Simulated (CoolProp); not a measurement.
C3F8 (R218) along the isotherm 166.85 °C: density (kg/m³) from the reference equation and from simpler models built on Tc = 71.9 °C, pc = 2.640 MPa, ω = 0.317; each cubic takes its own stable root.

Values from CoolProp's reference Helmholtz-energy equation of state, Lemmon 2006. It is a short technical equation, of lower accuracy than the large ones.

| p (MPa) | phase | reference |
|---|---|---|
| 1.1 | gas | 59.94 |
| 2.2 | gas | 127.9 |
| 3.3 | supercritical | 205.7 |
| 4.4 | supercritical | 293.7 |
| 5.5 | supercritical | 389.4 |
| 6.6 | supercritical | 486.3 |
| 7.7 | supercritical | 577.0 |
| 8.8 | supercritical | 656.4 |
| 9.9 | supercritical | 723.3 |
| 11 | supercritical | 779.2 |
| 12.1 | supercritical | 826.1 |
| 13.2 | supercritical | 866.2 |

Q: How far does each simpler model (ideal gas, van der Waals, Redlich-Kwong, Soave-Redlich-Kwong) lie from the reference over these 12 states: mean and median of the absolute difference, and the worst?

A: 
- ideal gas: mean 23.5 %, median 26.1 %, worst -31.4 % at 166.85 °C and 7.7 MPa
- van der Waals: mean 7.2 %, median 6.5 %, worst +17.2 % at 166.85 °C and 5.5 MPa
- Redlich-Kwong: mean 5.3 %, median 4.9 %, worst +8.5 % at 166.85 °C and 6.6 MPa
- Soave-Redlich-Kwong: mean 4.9 %, median 6.0 %, worst -7.5 % at 166.85 °C and 8.8 MPa
